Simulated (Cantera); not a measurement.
Input: 1 mol SiHCl3, a varied amount of H2, at 1477 °C and 10.0 mbar.

Equilibrium computed with Cantera from the NASA thermochemical tables; the gas is ideal and each condensed phase is pure. Candidate condensed phases: Si; 19 gas species. The tables' values for SiCl3, SiCl are old estimates; treat these amounts as uncertain. Gases not in the tables: Si2H6 and higher silanes. Equilibrium is a limit: real reactors are often held back by kinetics, nucleation or transport.

x: gas mole fraction; n: condensed amount in mol.

| n(H2) (mol) | x H2 | x HCl | x SiCl2 | x H | x SiCl3 | x Cl | n Si(l) |
|---|---|---|---|---|---|---|---|
| 7.1 | 0.761 | 0.144 | 0.0908 | 0.00203 | 0.000950 | ___ | 0.160 |
| 16 | 0.867 | 0.0955 | 0.0349 | 0.00217 | 0.000227 | ___ | 0.359 |
| 34 | 0.927 | 0.0584 | 0.0122 | 0.00224 | 4.70e-5 | ___ | 0.547 |
| 75 | 0.962 | 0.0318 | 0.00349 | 0.00228 | 7.16e-6 | ___ | 0.711 |
| 160 | 0.980 | 0.0166 | 0.000931 | 0.00230 | 9.86e-7 | ___ | 0.813 |
| 360 | 0.989 | 0.00784 | 0.000206 | 0.00231 | 1.03e-7 | ___ | 0.850 |
| 790 | 0.994 | 0.00368 | 4.53e-5 | 0.00232 | 1.06e-8 | ___ | 0.806 |
| 1700 | 0.996 | 0.00173 | 1.00e-5 | 0.00232 | 1.10e-9 | ___ | 0.649 |

Task: Some entries are withheld; supply them.

Result: 
- 7.1, x Cl: 0.000297
- 16, x Cl: 0.000184
- 34, x Cl: 0.000109
- 75, x Cl: 5.81e-5
- 160, x Cl: 3.00e-5
- 360, x Cl: 1.41e-5
- 790, x Cl: 6.62e-6
- 1700, x Cl: 3.12e-6
